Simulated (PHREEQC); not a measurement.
1 kg of water holding 0.25 mol MgCl2 and 0.008 mol LiCl is evaporated at 25 °C; the solids stay in contact with the brine. CO2 from the air is kept out. Solids allowed: Bischofite, Brucite, MgCl2_4H2O. Others were left out.

Model: Pitzer model, pitzer.dat, run in PHREEQC.

```csv
water left (kg),ionic strength,water activity,Bischofite (mol),Li in solution (mol/kgw),Cl in solution (mol/kgw),Mg in solution (mol/kgw)
1,0.758,0.988,0,0.00800,0.508,0.250
0.8219,0.922,0.985,0,0.00973,0.618,0.304
0.6755,1.12,0.982,0,0.0118,0.752,0.370
0.5552,1.37,0.977,0,0.0144,0.915,0.450
0.4563,1.66,0.971,0,0.0175,1.11,0.548
0.3082,2.46,0.954,0,0.0260,1.65,0.811
0.2533,2.99,0.941,0,0.0316,2.01,0.987
0.2082,3.64,0.924,0,0.0384,2.44,1.20
0.1711,4.43,0.900,0,0.0467,2.97,1.46
0.1407,5.39,0.868,0,0.0569,3.61,1.78
0.1156,6.56,0.824,0,0.0692,4.39,2.16
0.09502,7.98,0.764,0,0.0842,5.35,2.63
0.06418,11.8,0.582,0,0.125,7.92,3.90
0.05275,14.4,0.457,0,0.152,9.63,4.74
0.04335,17.5,0.317,0,0.185,11.7,5.77
0.02248,17.5,0.314,0.122,0.356,11.8,5.71
0.005278,17.3,0.295,0.222,1.52,12.0,5.27
```

Bischofite from water left = 0.02248 kg.
